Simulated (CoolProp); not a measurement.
Properties of R410A along the isobar 16.5 bar.

Model: reference Helmholtz-energy equation of state, Lemmon 2003, in CoolProp. It is a pseudo-pure fit of the blend.

```json
[
 {"T (°C)": "42.55", "phase": "gas", "density (kg/m³)": "56.95", "cp (kJ/(kg K))": "1.177", "cv (kJ/(kg K))": "0.8466", "expansivity (1/kK)": "6.844", "Prandtl number": "1.02"},
 {"T (°C)": "63.05", "phase": "gas", "density (kg/m³)": "50.43", "cp (kJ/(kg K))": "1.081", "cv (kJ/(kg K))": "0.8312", "expansivity (1/kK)": "5.214", "Prandtl number": "0.921"},
 {"T (°C)": "83.55", "phase": "gas", "density (kg/m³)": "45.77", "cp (kJ/(kg K))": "1.048", "cv (kJ/(kg K))": "0.8377", "expansivity (1/kK)": "4.321", "Prandtl number": "0.875"},
 {"T (°C)": "103.95", "phase": "gas", "density (kg/m³)": "42.17", "cp (kJ/(kg K))": "1.040", "cv (kJ/(kg K))": "0.8533", "expansivity (1/kK)": "3.745", "Prandtl number": "0.851"},
 {"T (°C)": "124.45", "phase": "gas", "density (kg/m³)": "39.22", "cp (kJ/(kg K))": "1.045", "cv (kJ/(kg K))": "0.8735", "expansivity (1/kK)": "3.334", "Prandtl number": "0.839"},
 {"T (°C)": "144.95", "phase": "gas", "density (kg/m³)": "36.76", "cp (kJ/(kg K))": "1.057", "cv (kJ/(kg K))": "0.8961", "expansivity (1/kK)": "3.023", "Prandtl number": "0.833"},
 {"T (°C)": "165.45", "phase": "gas", "density (kg/m³)": "34.64", "cp (kJ/(kg K))": "1.073", "cv (kJ/(kg K))": "0.9198", "expansivity (1/kK)": "2.778", "Prandtl number": "0.831"},
 {"T (°C)": "185.85", "phase": "gas", "density (kg/m³)": "32.80", "cp (kJ/(kg K))": "1.091", "cv (kJ/(kg K))": "0.9438", "expansivity (1/kK)": "2.579", "Prandtl number": "0.831"},
 {"T (°C)": "206.35", "phase": "gas", "density (kg/m³)": "31.16", "cp (kJ/(kg K))": "1.110", "cv (kJ/(kg K))": "0.9678", "expansivity (1/kK)": "2.411", "Prandtl number": "0.832"},
 {"T (°C)": "226.85", "phase": "gas", "density (kg/m³)": "29.70", "cp (kJ/(kg K))": "1.130", "cv (kJ/(kg K))": "0.9915", "expansivity (1/kK)": "2.269", "Prandtl number": "0.833"}
]
```

Viscosity comes from a separate model (Geller 2000). Thermal conductivity comes from a separate model (Geller 2001).
